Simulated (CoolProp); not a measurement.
Octamethyltrisiloxane (MDM) along the isobar 1.95 MPa: fugacity coefficient from the reference equation and from simpler models built on Tc = 292.2 °C, pc = 1.438 MPa, ω = 0.528; each cubic takes its own stable root.

Values from CoolProp's reference Helmholtz-energy equation of state, Thol 2017.

```
T (°C)   phase  reference
------  ------  ---------
28.75   liquid  0.0004081
45.15   liquid   0.001069
61.45   liquid   0.002466
77.75   liquid   0.005141
94.05   liquid   0.009825
110.35  liquid    0.01743
126.65  liquid    0.02898
142.95  liquid    0.04558
159.25  liquid    0.06825
175.55  liquid    0.09789
191.85  liquid     0.1352
208.15  liquid     0.1804
```

Problem. How far does each simpler model (van der Waals, Peng-Robinson) lie from the reference over these 12 states: mean and median of the absolute difference, and the worst?

Solution. 
- van der Waals: mean 2017.7 %, median 628.1 %, worst +10593.5 % at 28.75 °C and 1.95 MPa
- Peng-Robinson: mean 4.4 %, median 1.4 %, worst +18.6 % at 28.75 °C and 1.95 MPa
